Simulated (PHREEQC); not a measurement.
Consider water at 25 °C with 0.0089 mol NaHSO4 and 0.0088 mol K2HPO4 per kg of water. Closed to the air; pH follows from the charge balance.

The numbers come from PHREEQC with the ion-association model, wateq4f.dat.

No solid was allowed to form.

**Question.** What pH, ionic strength does the model give?

**Answer.** pH 4.35; ionic strength 0.0341 mol/kgw.

**Question.** In which forms is S present?

**Answer.** SO4-2 92 %, KSO4- 5.6 %, NaSO4- 2.1 % of the S.

H3PO4, which wateq4f.dat lacks, is added to it with the constant of phreeqc.dat.
